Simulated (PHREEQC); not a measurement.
Dissolve 0.067 mol NH4Cl, 0.0026 mol NaF and 0.2 mol KCl per kg of water at 80 °C. Closed to the air; pH follows from the charge balance.

Computed with PHREEQC (ion-association model, phreeqc.dat).

Each row changes one thing in this solution. No solid was allowed to form.

```json
[
 {"case": "as made", "pH": "5.08", "ionic strength (mol/kgw)": "0.270", "NH3 (mol/kgw)": "6.94e-5", "SI of Halite (NaCl)": "-5.09"},
 {"case": "NaF replaced by NaHSO4 at the same molality", "pH": "2.75", "ionic strength (mol/kgw)": "0.272", "NH3 (mol/kgw)": "3.24e-7", "SI of Halite (NaCl)": "-5.09"},
 {"case": "diluted 2-fold with water", "pH": "(withheld)", "ionic strength (mol/kgw)": "(withheld)", "NH3 (mol/kgw)": "4.14e-5", "SI of Halite (NaCl)": "-5.64"},
 {"case": "KCl left out", "pH": "5.06", "ionic strength (mol/kgw)": "(withheld)", "NH3 (mol/kgw)": "8.46e-5", "SI of Halite (NaCl)": "-5.58"},
 {"case": "KCl replaced by KHCO3 at the same molality", "pH": "7.36", "ionic strength (mol/kgw)": "0.259", "NH3 (mol/kgw)": "0.0111", "SI of Halite (NaCl)": "-5.72"}
]
```

**Question.** Complete the blanks.

**Answer.** 
- diluted 2-fold with water, pH: 5.10
- diluted 2-fold with water, ionic strength (mol/kgw): 0.135
- KCl left out, ionic strength (mol/kgw): 0.0695

Carbamate, which ammonia and carbonate form, is missing from the database. Constants without temperature data keep their 25 °C values here.
